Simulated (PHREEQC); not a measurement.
Make-up at 20 °C: 0.058 mol NiSO4 per kg of water. Closed to the air; pH follows from the charge balance.

All values are PHREEQC results (ion-association model, wateq4f.dat), not measurements.

```csv
quantity,before,after
pH,6.12,5.52
ionic strength (mol/kgw),0.135,0.126
Ni+2 (mol/kgw),0.0338,0.0314
SO4-2 (mol/kgw),0.0337,0.0314
NiSO4 (mol/kgw),0.0242,0.0265
Ni(SO4)2-2 (mol/kgw),4.64e-5,2.92e-5
SI of Morenosite (NiSO4:7H2O),-1.48,-2.08
```

What was changed between the two runs?
A. temperature from 20 to 90 °C
B. NiSO4 from 0.058 to 0.0116 mol/kgw
C. temperature from 20 to 30 °C

A, temperature from 20 to 90 °C

This is a speciation only: nothing precipitates in the calculation. In wateq4f.dat the enthalpy of Ni(OH)2 has the wrong sign, so its saturation index can't be trusted away from 25 °C. At this temperature some constants are extrapolated from 25 °C, and those without enthalpy data are left unchanged.
